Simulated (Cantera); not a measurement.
A diamond (100) surface in a fixed gas of H2 with x(CH4) = 0.015, x(H) = 0.00093, x(CH3) = 4.3e-05, 120 Torr; coverages are run to steady state.

Cantera simulation using the Harris–Goodwin 1993 mechanism for the reconstructed diamond (100) surface; the numbers are that mechanism's predictions, not measurements.

One state of this run: growth (µm/h) = 0.693; θ c6HH = 0.415; θ c6H* = 0.0528; θ c6*H = 0.501; θ c6** = 0.0307; θ c6HM = 6.13e-5. θ: site fractions in the mechanism's names (c6HH fully hydrogenated, c6H* and c6*H radical sites, c6** diradical, c6HM methylated).

Question: Which value of T (K) does it belong to?
A. 1075
B. 925
C. 1000
D. 1375

Answer: D, 1375
